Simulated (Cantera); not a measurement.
An isothermal, constant-pressure homogeneous reactor starts with NO : N₂ = 1 : 1.3 (molar parts), at 1925 K and 760 Torr. Integrator tolerance rtol = 1e-08.

Cantera simulation using GRI-Mech 3.0 (53 species, 325 reactions); the numbers are that mechanism's predictions, not measurements.

```
quantity                                             before                                     after
----------------  -----------------------------------------  ----------------------------------------
x(NO) at 2.00 s       0.145 (gas-phase equilibrium 0.00623)     0.415 (gas-phase equilibrium 0.00622)
x(O₂) at 2.00 s         0.144 (gas-phase equilibrium 0.214)     0.00942 (gas-phase equilibrium 0.214)
x(O) at 2.00 s    0.000141 (gas-phase equilibrium 0.000170)  0.000389 (gas-phase equilibrium 0.00124)
x(NO₂) at 2.00 s   0.000239 (gas-phase equilibrium 1.24e-5)   2.48e-5 (gas-phase equilibrium 1.70e-6)
x(N₂O) at 2.00 s    9.25e-6 (gas-phase equilibrium 3.53e-7)   6.19e-5 (gas-phase equilibrium 4.83e-8)
x(N₂) at 2.00 s         0.710 (gas-phase equilibrium 0.779)       0.575 (gas-phase equilibrium 0.779)
```

Question: Which change was made?
A) pressure from 760 Torr to 1050 Torr
B) temperature 1925 to 1650 K
C) pressure from 760 Torr to 14.3 Torr
D) temperature 1925 to 1450 K

Answer: C, pressure from 760 Torr to 14.3 Torr
